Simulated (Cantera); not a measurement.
Feed: 1 mol BN, 2.7 mol HCl, held at 798.15 K and 1.33 mbar.

Equilibrium computed with Cantera from the NASA thermochemical tables; the gas is ideal and each condensed phase is pure. Candidate condensed phases: B, BN, NH₄Cl; 21 gas species. Gases not in the tables: BHCl₂. The numbers say what is thermodynamically allowed, not how fast it happens.

Task: What is the equilibrium state?

Result: 
```json
{
  "x(HCl)": "0.992",
  "x(H₂)": "0.00399",
  "x(BCl₃)": "0.00266",
  "x(N₂)": "0.00133",
  "n(BN(s))": "0.993 mol",
  "gas_amount": "2.700 mol",
  "log10 activity of B(s) (absent)": "-8.94"
}
```
